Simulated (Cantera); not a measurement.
A closed system holds: 1 mol SiH4, 0.18 mol Cl2, 66 mol H2, equilibrated at 1098.15 K and 0.860 bar.

Method: chemical equilibrium by Gibbs-energy minimisation in Cantera with the NASA 1993 tables (ideal gas, pure condensed phases). Candidate condensed phases: Si; 19 gas species. The tables' values for SiCl3 are old estimates; treat these amounts as uncertain. The numbers say what is thermodynamically allowed, not how fast it happens.

Base state: H2 0.995, HCl 0.00415, SiHCl3 0.000204, SiH2Cl2 8.53e-5, SiCl4 5.84e-5, SiCl2 3.51e-5, SiCl3 1.21e-5 (mole fractions); condensed: Si(s).

### Question
What changes in the equilibrium state with this change: Cl2 from 0.18 to 0.012 mol?

### Answer
| species | before | after |
|---|---|---|
| H2 | 0.995 | 1.000 |
| HCl | 0.00415 | 0.000350 |
| SiH2Cl2 | 8.53e-5 | 6.06e-7 |
| SiHCl3 | 0.000204 | 1.22e-7 |
| SiCl4 | 5.84e-5 | 2.93e-9 |
| SiCl3 | 1.21e-5 | 7.20e-9 |
| SiCl2 | 3.51e-5 | 2.49e-7 |
| Si(s), mol | 0.972 | 1.000 |
